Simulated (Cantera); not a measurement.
Charge: 1 mol KCl, 0.19 mol H₂, equilibrated at 2.50e-6 bar.

These are equilibrium values from Cantera (NASA tables, ideal gas, pure condensed phases), not measurements of a reactor. Candidate condensed phases: K, KCl; 10 gas species. Equilibrium is a limit: real reactors are often held back by kinetics, nucleation or transport.

x: gas mole fraction; n: condensed amount in mol.

| T (K) | x H₂ | x KCl | x K | x HCl | x K₂Cl₂ | x H | n KCl(s) |
|---|---|---|---|---|---|---|---|
| 723 | 0.997 | 0.00305 | 4.10e-7 | 4.10e-7 | 0.000350 | 5.33e-11 | 0.999 |
| 823 | (withheld) | (withheld) | (withheld) | (withheld) | (withheld) | (withheld) | (withheld) |
| 923 | 0.165 | 0.804 | 0.000188 | 0.000188 | 0.0315 | 6.28e-8 | 0 |
| 1023 | 0.160 | 0.835 | (withheld) | (withheld) | (withheld) | (withheld) | 0 |
| 1123 | 0.158 | 0.837 | 0.00218 | 0.00218 | 0.000489 | 1.07e-5 | 0 |
| 1223 | 0.156 | 0.832 | 0.00545 | 0.00545 | 9.83e-5 | 7.52e-5 | 0 |
| 1323 | 0.153 | 0.823 | 0.0118 | 0.0118 | 2.50e-5 | 0.000392 | 0 |
| 1423 | 0.146 | 0.807 | 0.0227 | 0.0225 | 7.57e-6 | 0.00160 | 0 |
| 1523 | 0.134 | 0.781 | 0.0396 | 0.0383 | 2.61e-6 | 0.00535 | 0 |
| 1623 | 0.116 | 0.741 | 0.0640 | 0.0582 | 9.80e-7 | 0.0149 | 0 |

Some entries are withheld; supply them.


- 1023, x K: 0.000728
- 1023, x HCl: 0.000728
- 1023, x K₂Cl₂: 0.00330
- 1023, x H: 1.05e-6
- 823, x H₂: 0.725
- 823, x KCl: 0.228
- 823, x K: 2.75e-5
- 823, x HCl: 2.75e-5
- 823, x K₂Cl₂: 0.0469
- 823, x H: 3.95e-9
- 823, n KCl(s): 0.916
